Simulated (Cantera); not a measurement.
Input: 1 mol Fe(CO)5, 2 mol N2, held at 1598.15 K and 30.0 Torr.

Method: chemical equilibrium by Gibbs-energy minimisation in Cantera with the NASA 1993 tables (ideal gas, pure condensed phases). Candidate condensed phases: C, Fe, Fe(CO)5, FeO, Fe2O3, Fe3O4; 27 gas species. Equilibrium is a limit: real reactors are often held back by kinetics, nucleation or transport.

Base state: CO 0.714, N2 0.286, Fe 2.65e-5 (mole fractions); condensed: Fe(γ).

Task: What changes in the equilibrium state with this change: Fe(CO)5 replaced by Hg?

Result: 
```tsv
species	before	after
N2	0.286	0.667
Hg	0	0.333
CO	0.714	0
Fe	2.65e-5	0
Fe(γ), mol	1.000	0
```
Further candidate phases: Hg.
